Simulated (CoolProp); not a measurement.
A simple Rankine cycle with vinyl chloride: condensing at 288.15 K, boiler at 3.49 MPa, turbine inlet 411.1 K, turbine efficiency 0.9, pump efficiency 0.7, no recuperator. Each further row changes one setting.

Computed with CoolProp (reference Helmholtz-energy equation of state, Thol 2022).

```json
[
 {"case": "as stated", "thermal efficiency (%)": "19.6", "net work (kJ/kg)": "77.5", "heat in (kJ/kg)": "396", "turbine exit temperature (K)": "288.1", "volume ratio over the turbine": "10.9"},
 {"case": "condensing temperature 280.15 K", "thermal efficiency (%)": "21.0", "net work (kJ/kg)": "85.4", "heat in (kJ/kg)": "408", "turbine exit temperature (K)": "280.2", "volume ratio over the turbine": "13.9"},
 {"case": "boiler pressure 2.44 MPa", "thermal efficiency (%)": "18.0", "net work (kJ/kg)": "75.5", "heat in (kJ/kg)": "419", "turbine exit temperature (K)": "301.6", "volume ratio over the turbine": "7.20"},
 {"case": "turbine efficiency 0.8", "thermal efficiency (%)": "17.3", "net work (kJ/kg)": "68.3", "heat in (kJ/kg)": "396", "turbine exit temperature (K)": "288.1", "volume ratio over the turbine": "11.2"}
]
```

The expansion ends wet for: as stated; condensing temperature 280.15 K; turbine efficiency 0.8.
